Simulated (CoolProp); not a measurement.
Isohexane at several states: fugacity coefficient from the reference equation and from simpler models built on Tc = 497.7 K, pc = 3.043 MPa, ω = 0.280; each cubic takes its own stable root.

Computed with CoolProp (reference Helmholtz-energy equation of state, Lemmon 2006). It is a short technical equation, of lower accuracy than the large ones.

```csv
T (K),p (MPa),phase,reference,Redlich-Kwong,Soave-Redlich-Kwong
313.8,0.192,liquid,0.2644,0.5169,0.2637
536.3,0.131,gas,0.9885,0.9882,0.9887
431.5,0.0281,gas,0.9948,0.9953,0.9950
445.4,2.05,liquid,0.5269,0.6032,0.5432
```
